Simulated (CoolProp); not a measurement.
Vapour pressure (kPa) of tetrahydrofuran: the reference equation beside estimates from Tc = 267.0 °C, pc = 5304 kPa, ω = 0.234. Clausius-Clapeyron is anchored at 85.75 °C with a constant enthalpy of vaporisation of 28.93 kJ/mol.

Computed with CoolProp (reference Helmholtz-energy equation of state, Fiedler 2023).

```tsv
T (°C)	reference	Lee-Kesler	Clausius-Clapeyron	Redlich-Kwong	Soave-Redlich-Kwong	Peng-Robinson
17.35	15.30	14.45	18.87	31.12	14.72	15.48
31.05	28.04	26.75	32.36	54.01	27.12	28.13
44.75	48.32	46.57	52.98	88.36	47.01	48.24
58.35	78.74	76.63	83.00	137.1	77.08	78.38
72.05	123.1	120.9	125.9	204.4	121.2	122.4
85.75	184.9	183.1	184.9	293.7	183.3	183.9
99.45	268.5	267.8	264.1	409.0	267.7	267.3
113.15	378.4	379.6	367.8	554.0	379.5	377.3
126.85	519.4	523.6	500.7	732.5	523.7	519.3
140.55	696.8	704.8	667.8	948.3	706.2	698.6
154.25	916.0	928.8	874.4	1205	932.6	921.4
167.95	1183	1201	1126	1506	1209	1194
181.65	1503	1528	1428	1856	1542	1522
```

Absolute difference from the reference over all 13 rows, mean and median: Lee-Kesler 2.0 and 1.5 %, Clausius-Clapeyron 6.4 and 4.5 %, Redlich-Kwong 56.6 and 52.3 %, Soave-Redlich-Kwong 1.8 and 1.8 %, Peng-Robinson 0.5 and 0.5 %.
